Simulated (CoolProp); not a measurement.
The numbers come from the reference Helmholtz-energy equation of state, Akasaka 2024 in CoolProp.

### Question
Give the vapour pressure (MPa), enthalpy of vaporisation (kJ/kg), vapour Z of saturated R1132(E) at -2.25, 43.45 °C.

### Answer
```tsv
T (°C)	p (MPa)	enthalpy of vaporisation (kJ/kg)	vapour Z
-2.25	0.761	254	0.864
43.45	2.60	179	0.674
```
